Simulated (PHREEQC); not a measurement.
# Acid mine or pickling water: an equilibrium model

A made-up water analysis in mg/L, 25 °C, pH 2.68, pe 11.4:

```json
[
 {"constituent": "Na", "mg/L": "25.6"},
 {"constituent": "K", "mg/L": "3.85"},
 {"constituent": "Ca", "mg/L": "65.2"},
 {"constituent": "Mg", "mg/L": "41.7"},
 {"constituent": "Cl", "mg/L": "29.7"},
 {"constituent": "S(6) as SO4", "mg/L": "538"},
 {"constituent": "N(5) as NO3", "mg/L": "0.753"},
 {"constituent": "Mn(2)", "mg/L": "0.156"}
]
```

Valence states are taken as typed.

All values are PHREEQC results (ion-association model, wateq4f.dat), not measurements.

Each row changes one thing in this solution. This is a speciation only: nothing precipitates in the calculation.

```
case                                             ionic strength (mol/kgw)  SO4-2 (mol/kgw)  Mg+2 (mol/kgw)  Ca+2 (mol/kgw)  HSO4- (mol/kgw)  MgSO4 (mol/kgw)  SI of Gypsum (CaSO4:2H2O)  SI of Epsomite (MgSO4:7H2O)
-----------------------------------------------  ------------------------  ---------------  --------------  --------------  ---------------  ---------------  -------------------------  ---------------------------
as made                                                            0.0158          0.00415         0.00125         0.00124         0.000584         0.000463                      -1.13                        -3.56
S(6) from 538 to 269 mg/L                                          0.0120          0.00199         0.00143         0.00139              ___         0.000282                      -1.35                        -3.78
all concentrations times 3 at the same typed pH                    0.0405           0.0115         0.00309         0.00313          0.00137              ___                      -0.47                        -2.91
```

**Question.** Fill in the missing entries.

**Answer.** 
- S(6) from 538 to 269 mg/L, HSO4- (mol/kgw): 0.000291
- all concentrations times 3 at the same typed pH, MgSO4 (mol/kgw): 0.00206

Species that the database lacks are ignored.
